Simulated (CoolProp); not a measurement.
Vapour pressure (kPa) of ammonia: the reference equation beside estimates from Tc = 132.4 °C, pc = 11360 kPa, ω = 0.256. Clausius-Clapeyron is anchored at 47.45 °C with a constant enthalpy of vaporisation of 18.12 kJ/mol.

Values from CoolProp's reference Helmholtz-energy equation of state, Gao 2020.

| T (°C) | reference | Lee-Kesler | Clausius-Clapeyron | van der Waals | Redlich-Kwong | Soave-Redlich-Kwong | Peng-Robinson |
|---|---|---|---|---|---|---|---|
| 40.25 | 1565 | 1580 | 1627 | 3704 | 2173 | 1583 | 1565 |
| 42.65 | 1672 | 1688 | 1715 | 3840 | 2299 | 1692 | 1673 |
| 45.05 | 1784 | 1801 | 1807 | 3979 | 2430 | 1807 | 1785 |
| 47.45 | 1902 | 1920 | 1902 | 4121 | 2566 | 1927 | 1904 |
| 49.85 | 2025 | 2044 | 2000 | 4267 | 2707 | 2054 | 2028 |
| 52.25 | 2154 | 2175 | 2102 | 4416 | 2853 | 2186 | 2158 |
| 54.65 | 2290 | 2311 | 2208 | 4568 | 3005 | 2324 | 2294 |
| 57.05 | 2431 | 2454 | 2317 | 4723 | 3163 | 2469 | 2437 |
| 59.45 | 2580 | 2603 | 2430 | 4881 | 3325 | 2621 | 2586 |
| 61.85 | 2734 | 2758 | 2547 | 5043 | 3494 | 2779 | 2742 |
| 64.25 | 2896 | 2921 | 2668 | 5208 | 3668 | 2944 | 2905 |
| 66.65 | 3065 | 3090 | 2792 | 5376 | 3848 | 3117 | 3075 |
| 69.05 | 3241 | 3266 | 2920 | 5548 | 4034 | 3296 | 3253 |
| 71.45 | 3424 | 3450 | 3053 | 5723 | 4226 | 3484 | 3438 |
| 73.95 | 3623 | 3649 | 3195 | 5910 | 4432 | 3687 | 3639 |

Absolute difference from the reference over all 15 rows, mean and median: Lee-Kesler 0.9 and 0.9 %, Clausius-Clapeyron 5.4 and 4.7 %, van der Waals 96.4 and 94.3 %, Redlich-Kwong 30.3 and 30.1 %, Soave-Redlich-Kwong 1.5 and 1.6 %, Peng-Robinson 0.2 and 0.2 %.
